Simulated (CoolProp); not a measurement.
Vapour pressure (kPa) of R141b: the reference equation beside estimates from Tc = 477.5 K, pc = 4212 kPa, ω = 0.220. Clausius-Clapeyron is anchored at 332.3 K with a constant enthalpy of vaporisation of 24.44 kJ/mol.

Model: reference Helmholtz-energy equation of state, Lemmon 2006, in CoolProp. It is a short technical equation, of lower accuracy than the large ones.

```json
[
 {"T (K)": "317.5", "reference": "153.1", "Lee-Kesler": "152.7", "Clausius-Clapeyron": "159.1", "van der Waals": "646.1", "Redlich-Kwong": "234.9", "Soave-Redlich-Kwong": "152.8", "Peng-Robinson": "153.3"},
 {"T (K)": "321.2", "reference": "172.2", "Lee-Kesler": "171.8", "Clausius-Clapeyron": "177.0", "van der Waals": "686.9", "Redlich-Kwong": "260.7", "Soave-Redlich-Kwong": "171.8", "Peng-Robinson": "172.1"},
 {"T (K)": "324.9", "reference": "192.9", "Lee-Kesler": "192.7", "Clausius-Clapeyron": "196.4", "van der Waals": "729.3", "Redlich-Kwong": "288.5", "Soave-Redlich-Kwong": "192.7", "Peng-Robinson": "192.7"},
 {"T (K)": "328.6", "reference": "215.6", "Lee-Kesler": "215.4", "Clausius-Clapeyron": "217.5", "van der Waals": "773.5", "Redlich-Kwong": "318.4", "Soave-Redlich-Kwong": "215.4", "Peng-Robinson": "215.1"},
 {"T (K)": "332.3", "reference": "240.3", "Lee-Kesler": "240.2", "Clausius-Clapeyron": "240.3", "van der Waals": "819.4", "Redlich-Kwong": "350.5", "Soave-Redlich-Kwong": "240.1", "Peng-Robinson": "239.4"},
 {"T (K)": "336", "reference": "267.0", "Lee-Kesler": "267.1", "Clausius-Clapeyron": "264.8", "van der Waals": "867.0", "Redlich-Kwong": "384.8", "Soave-Redlich-Kwong": "266.9", "Peng-Robinson": "265.9"},
 {"T (K)": "339.7", "reference": "295.9", "Lee-Kesler": "296.1", "Clausius-Clapeyron": "291.3", "van der Waals": "916.4", "Redlich-Kwong": "421.5", "Soave-Redlich-Kwong": "296.0", "Peng-Robinson": "294.5"},
 {"T (K)": "343.4", "reference": "327.2", "Lee-Kesler": "327.5", "Clausius-Clapeyron": "319.8", "van der Waals": "967.6", "Redlich-Kwong": "460.7", "Soave-Redlich-Kwong": "327.4", "Peng-Robinson": "325.5"},
 {"T (K)": "347.1", "reference": "360.9", "Lee-Kesler": "361.4", "Clausius-Clapeyron": "350.3", "van der Waals": "1021", "Redlich-Kwong": "502.3", "Soave-Redlich-Kwong": "361.3", "Peng-Robinson": "358.8"},
 {"T (K)": "350.8", "reference": "397.2", "Lee-Kesler": "397.8", "Clausius-Clapeyron": "383.1", "van der Waals": "1075", "Redlich-Kwong": "546.6", "Soave-Redlich-Kwong": "397.8", "Peng-Robinson": "394.8"},
 {"T (K)": "354.5", "reference": "436.1", "Lee-Kesler": "436.9", "Clausius-Clapeyron": "418.1", "van der Waals": "1132", "Redlich-Kwong": "593.6", "Soave-Redlich-Kwong": "437.1", "Peng-Robinson": "433.3"},
 {"T (K)": "358.3", "reference": "479.0", "Lee-Kesler": "479.9", "Clausius-Clapeyron": "456.5", "van der Waals": "1192", "Redlich-Kwong": "644.8", "Soave-Redlich-Kwong": "480.4", "Peng-Robinson": "475.9"},
 {"T (K)": "362", "reference": "523.7", "Lee-Kesler": "524.7", "Clausius-Clapeyron": "496.5", "van der Waals": "1253", "Redlich-Kwong": "697.5", "Soave-Redlich-Kwong": "525.5", "Peng-Robinson": "520.3"},
 {"T (K)": "365.7", "reference": "571.4", "Lee-Kesler": "572.6", "Clausius-Clapeyron": "539.0", "van der Waals": "1316", "Redlich-Kwong": "753.2", "Soave-Redlich-Kwong": "573.8", "Peng-Robinson": "567.8"},
 {"T (K)": "369.4", "reference": "622.3", "Lee-Kesler": "623.6", "Clausius-Clapeyron": "584.2", "van der Waals": "1380", "Redlich-Kwong": "812.0", "Soave-Redlich-Kwong": "625.3", "Peng-Robinson": "618.4"}
]
```

Absolute difference from the reference over all 15 rows, mean and median: Lee-Kesler 0.1 and 0.2 %, Clausius-Clapeyron 3.1 and 2.9 %, van der Waals 205.5 and 195.7 %, Redlich-Kwong 41.2 and 40.8 %, Soave-Redlich-Kwong 0.2 and 0.2 %, Peng-Robinson 0.4 and 0.5 %.
